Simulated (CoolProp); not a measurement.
Carbon dioxide along the isotherm -51.55 °C: Z from the reference equation and from simpler models built on Tc = 31.0 °C, pc = 7.377 MPa, ω = 0.224; each cubic takes its own stable root.

Model: reference Helmholtz-energy equation of state, Span 1996, in CoolProp.

```tsv
p (MPa)	phase	reference	Redlich-Kwong	Peng-Robinson
0.0583	gas	0.9922	0.9935	0.9925
0.0984	gas	0.9868	0.9889	0.9873
0.166	gas	0.9776	0.9812	0.9785
0.28	gas	0.9616	0.9679	0.9633
0.473	gas	…	…	0.9366
0.798	liquid	…	0.9030	0.01575
1.35	liquid	0.02775	…	0.02661
2.27	liquid	0.04658	0.05240	0.04463
3.84	liquid	0.07857	0.08810	0.07520
6.48	liquid	0.1319	0.1473	…
10.9	liquid	0.2203	0.2442	…
18.4	liquid	…	0.4039	0.3495
```

Problem. Some entries are withheld; supply them.

Solution. 
- 0.473, reference: 0.9333
- 0.473, Redlich-Kwong: 0.9446
- 0.798, reference: 0.01642
- 1.35, Redlich-Kwong: 0.03128
- 6.48, Peng-Robinson: 0.1261
- 10.9, Peng-Robinson: 0.2101
- 18.4, reference: 0.3675

At some of these states Redlich-Kwong gives the other phase, because its saturation line lies elsewhere.
